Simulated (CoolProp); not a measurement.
A simple Rankine cycle with propyne: condensing at 331.15 K, boiler at 3.23 MPa, turbine inlet 386.4 K, turbine efficiency 0.85, pump efficiency 0.7, no recuperator. Each further row changes one setting.

Model: reference Helmholtz-energy equation of state, Polt 1992, in CoolProp. This equation is an older, rougher fit; its heat capacities, sound speeds and derivatives of the liquid may be far off and weren't checked against measurements.

```json
[
 {"case": "as stated", "thermal efficiency (%)": "7.9", "net work (kJ/kg)": "36.8", "heat in (kJ/kg)": "466", "turbine exit temperature (K)": "339.7", "volume ratio over the turbine": "2.39"},
 {"case": "turbine inlet 406.4 K", "thermal efficiency (%)": "8.2", "net work (kJ/kg)": "42.3", "heat in (kJ/kg)": "519", "turbine exit temperature (K)": "___", "volume ratio over the turbine": "2.34"},
 {"case": "condensing temperature 323.15 K", "thermal efficiency (%)": "9.4", "net work (kJ/kg)": "45.6", "heat in (kJ/kg)": "487", "turbine exit temperature (K)": "330.5", "volume ratio over the turbine": "2.88"},
 {"case": "boiler pressure 2.26 MPa", "thermal efficiency (%)": "___", "net work (kJ/kg)": "25.1", "heat in (kJ/kg)": "500", "turbine exit temperature (K)": "361.7", "volume ratio over the turbine": "1.63"},
 {"case": "turbine efficiency 0.75", "thermal efficiency (%)": "___", "net work (kJ/kg)": "31.9", "heat in (kJ/kg)": "466", "turbine exit temperature (K)": "342.0", "volume ratio over the turbine": "___"}
]
```

Some entries are withheld; supply them.


- turbine inlet 406.4 K, turbine exit temperature (K): 362.2
- boiler pressure 2.26 MPa, thermal efficiency (%): 5.0
- turbine efficiency 0.75, thermal efficiency (%): 6.8
- turbine efficiency 0.75, volume ratio over the turbine: 2.42
